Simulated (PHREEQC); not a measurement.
Make-up at 20 °C: 0.053 mol/kgw Fe2(SO4)3, 0.00044 mol/kgw KCl and 0.045 mol/kgw FeSO4. Closed to the air; pH follows from the charge balance.

Model: ion-association model, phreeqc.dat, run in PHREEQC.

Precipitation was switched off in this run.

Q: What pH, ionic strength does the model give?

A: pH 2.63; ionic strength 0.267 mol/kgw.

Q: In which forms is K present?

A: K+ 91 %, KSO4- 9.0 % of the K.

Examples of supersaturated solids here: Jarosite-K, Hematite (slow to form). Others may be too. Species that the database lacks are ignored.
